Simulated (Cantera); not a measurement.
Input: 1 mol SiH₂Cl₂, 2.7 mol H₂, 0.043 mol C₂H₂, held at 2152 °C and 6.10 mbar.

Method: chemical equilibrium by Gibbs-energy minimisation in Cantera with the NASA 1993 tables (ideal gas, pure condensed phases). Candidate condensed phases: C, C₆H₆, C₇H₈, C₈H₁₈, Si, SiC; 109 gas species. The tables' values for SiCl, SiCl₃ are old estimates; treat these amounts as uncertain. Gases not in the tables: Si₂H₆ and higher silanes. Kinetics and transport are ignored.

Question: What is the equilibrium state?

Answer: 
* **x(H₂)**: 0.439
* **x(HCl)**: 0.201
* **x(H)**: 0.152
* **x(Si)**: 0.101
* **x(Cl)**: 0.0494
* **x(SiCl₂)**: 0.0332
* **x(SiCl)**: 0.0130
* **x(Si₂C)**: 0.00568
* **x(SiC₂)**: 0.00362
* **gas amount**: 6.069 mol
* **log10 activity of C(graphite) (absent)**: -0.38
* **log10 activity of Si(l) (absent)**: -0.64
